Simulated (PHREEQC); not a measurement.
Consider water at 25 °C with 0.00081 mol/kgw H2S, 0.00014 mol/kgw H3BO3 and 0.00027 mol/kgw (NH4)2HPO4. Closed to the air; pH follows from the charge balance.

Equilibrium calculation in PHREEQC: ion-association model, phreeqc.dat.

```yaml
pH: 6.50
ionic_strength: 0.000587 mol/kgw
total_alkalinity: 0.270 meq/kg
```

| species | molality | activity | log γ |
|---|---|---|---|
| H2S | 0.000589 | 0.000589 | 0.000 |
| NH4+ | 0.000539 | 0.000524 | -0.012 |
| H2PO4- | 0.000222 | 0.000216 | -0.012 |
| HS- | 0.000221 | 0.000215 | -0.012 |
| H3BO3 | 0.000140 | 0.000140 | 0.000 |
| HPO4-2 | 4.78e-5 | 4.29e-5 | -0.048 |
| NH3 | 9.54e-7 | 9.54e-7 | 0.000 |
| H+ | 3.21e-7 | 3.13e-7 | -0.012 |
| H2BO3- | 2.64e-7 | 2.57e-7 | -0.012 |
| OH- | 3.33e-8 | 3.23e-8 | -0.012 |
| H3PO4 | 9.96e-9 | 9.96e-9 | 0.000 |

Precipitation was switched off in this run.
